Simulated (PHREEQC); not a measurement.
**Nickel, zinc or cadmium bath: an equilibrium model**

A solution holds 0.037 mol/kgw CdSO4, 0.00065 mol/kgw Na2SO4 and 0.0034 mol/kgw H2SO4, at 75 °C and 100 atm. Closed to the air; pH follows from the charge balance.

All values are PHREEQC results (ion-association model, phreeqc.dat), not measurements.

Precipitation was switched off in this run.

Question: Predict the pH, ionic strength, density.

Answer: pH 2.73; ionic strength 0.0854 mol/kgw; density 0.987 g/cm³.

Question: In which forms is Cd present?

Answer: Cd+2 56 %, CdSO4 35 %, Cd(SO4)2-2 9.3 % of the Cd.

Species that the database lacks are ignored. Under pressure, the constants of complexes without a molar volume in the database are unreliable. Constants without temperature data keep their 25 °C values here.
